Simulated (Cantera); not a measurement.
A closed system holds: 1 mol borazine, 48 mol N₂, at 800 °C and 27000 Pa.

Cantera equilibrium calculation (NASA polynomials, part measured and part estimated; ideal gas, pure solids and liquids). Candidate condensed phases: B, BN; 15 gas species. The feed counts by its element totals alone. Rates play no part.

Base state: N₂ 0.941, H₂ 0.0588 (mole fractions); condensed: BN(s).

**Question.** What changes in the equilibrium state with this change: borazine replaced by BF₃?

**Answer.** 
```
species     before   after
----------  ------  ------
N₂           0.941   0.980
BF₃              0  0.0204
H₂          0.0588       0
BN(s), mol    3.00       0
```
